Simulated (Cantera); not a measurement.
Input (Python, Cantera):

```python
import numpy as np
import cantera as ct

surf = ct.Interface("ptcombust.yaml", "Pt_surf")
gas = surf.adjacent["gas"]
gas.TPX = 1125, 37000, {'CH4': 0.0044, 'O2': 0.088, 'N2': 0.79}
surf.TP = 1125, 37000
reactor = ct.FlowReactor(gas, clone=False)
reactor.area = 0.0001  # m2
reactor.surface_area_to_volume_ratio = 2300  # 1/m
reactor.mass_flow_rate = 0.71 * reactor.area * gas.density  # inlet velocity 0.71 m/s
reactor.energy_enabled = False
wall = ct.ReactorSurface(surf, reactor, clone=False)
net = ct.ReactorNet([reactor])
net.rtol, net.atol = 1e-8, 1e-16
show, cover = ['CH4', 'O2', 'H2O', 'CO2', 'CO'], ['PT(S)', 'H(S)', 'O(S)', 'OH(S)', 'CO(S)', 'C(S)']

rows = []
print(f"{'z/m':>9s}{'u/(m/s)':>9s}" + "".join(f"{s:>13s}" for s in show + cover))
for z in [0.00012, 0.00021, 0.00038, 0.00067, 0.0012, 0.0021, 0.0038, 0.0067, 0.012]:
    net.advance(z)
    rows.append([reactor.speed, *gas[show].X, *surf[cover].coverages])
    print(f"{z:9.4g}{rows[-1][0]:9.3g}" + "".join(f"{x:13.4e}" for x in rows[-1][1:]))
```

It prints:

```
      z/m  u/(m/s)          CH4           O2          H2O          CO2           CO        PT(S)         H(S)         O(S)        OH(S)        CO(S)         C(S)
  0.00012     0.71   4.2997e-03   9.8358e-02   1.3721e-03   6.8111e-04   4.7633e-06   4.0427e-01   3.8286e-07   5.9537e-01   3.5263e-04   3.0187e-06   3.3113e-08
  0.00021     0.71   3.8460e-03   9.7452e-02   2.2782e-03   1.1345e-03   4.2658e-06   4.0468e-01   4.8382e-07   5.9487e-01   4.4497e-04   2.7088e-06   2.9713e-08
  0.00038     0.71   3.1130e-03   9.5989e-02   3.7415e-03   1.8665e-03   3.4597e-06   4.0538e-01   6.1384e-07   5.9405e-01   5.6302e-04   2.2042e-06   2.4178e-08
  0.00067     0.71   2.1661e-03   9.4099e-02   5.6308e-03   2.8114e-03   2.4143e-06   4.0631e-01   7.5090e-07   5.9300e-01   6.8613e-04   1.5447e-06   1.6943e-08
   0.0012     0.71   1.1117e-03   9.1996e-02   7.7344e-03   3.8633e-03   1.2440e-06   4.0737e-01   8.8089e-07   5.9182e-01   8.0136e-04   7.9935e-07   8.7660e-09
   0.0021     0.71   3.5587e-04   9.0487e-02   9.2428e-03   4.6174e-03   4.0064e-07   4.0816e-01   9.6472e-07   5.9097e-01   8.7477e-04   2.5755e-07   2.8225e-09
   0.0038     0.71   4.1156e-05   8.9857e-02   9.8724e-03   4.9322e-03   4.8025e-08   4.0849e-01   9.9797e-07   5.9061e-01   9.0367e-04   3.0030e-08   3.2723e-10
   0.0067     0.71   1.0651e-06   8.9775e-02   9.9545e-03   4.9733e-03   2.6835e-09   4.0853e-01   1.0022e-06   5.9056e-01   9.0737e-04   9.2646e-10   8.4716e-12
    0.012     0.71   4.6379e-09   8.9770e-02   9.9583e-03   4.9757e-03   1.1157e-09   4.0854e-01   1.0024e-06   5.9055e-01   9.0755e-04   1.1824e-10   3.6888e-14
```

Detailed kinetics in Cantera: Deutschmann's 1995 Pt surface mechanism with GRI-Mech 3.0 gas chemistry. Catalytic surfaces can have several steady states; this one follows from the mechanism file's or the stated starting coverage. Mass transfer to the wall is taken as infinitely fast.
